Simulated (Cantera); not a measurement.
Input: 1 mol Si2H6, 11 mol H2, at 2.00 bar.

Method: chemical equilibrium by Gibbs-energy minimisation in Cantera with the NASA 1993 tables (ideal gas, pure condensed phases). Candidate condensed phases: Si; 9 gas species. The feed counts by its element totals alone. The numbers say what is thermodynamically allowed, not how fast it happens. All values below are at 1648 K.

Base state: H2 1.000, H 6.30e-5 (mole fractions); condensed: Si(s).

### Question
What changes in the equilibrium state with this change: 0.14 mol Cl2 added?

### Answer
```csv
species,before,after
H2,1.000,0.981
HCl,0,0.0174
SiCl2,0,0.00110
SiCl3,0,2.86e-5
SiH2Cl2,0,2.49e-5
"Si(s), mol",2.00,1.98
```
The tables' values for SiCl3 are old estimates; treat these amounts as uncertain.
